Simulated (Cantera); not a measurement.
Feed: 1 mol FeCl3, 0.12 mol O2, 6 mol H2, held at 390 Torr.

Method: chemical equilibrium by Gibbs-energy minimisation in Cantera with the NASA 1993 tables (ideal gas, pure condensed phases). Candidate condensed phases: Fe, FeCl2, FeCl3, FeO, Fe(OH)2, Fe(OH)3, Fe2O3, Fe3O4, H2O; 22 gas species. The numbers say what is thermodynamically allowed, not how fast it happens. All values below are at 950 °C.

Base state: H2 0.624, HCl 0.289, FeCl2 0.0539, H2O 0.0320, Fe2Cl4 0.000761, FeCl3 1.54e-5 (mole fractions); condensed: Fe(γ).

Question: What changes in the equilibrium state with this change: H2 from 6 to 230 mol?

Answer: 
```json
[
 {"species": "H2", "before": "0.624", "after": "0.986"},
 {"species": "HCl", "before": "0.289", "after": "0.0128"},
 {"species": "H2O", "before": "0.0320", "after": "0.00104"},
 {"species": "FeCl2", "before": "0.0539", "after": "6.69e-5"},
 {"species": "Fe2Cl4", "before": "0.000761", "after": "1.17e-9"},
 {"species": "FeCl3", "before": "1.54e-5", "after": "<1e-9"},
 {"species": "Fe(γ), mol", "before": "0.585", "after": "0.985"}
]
```
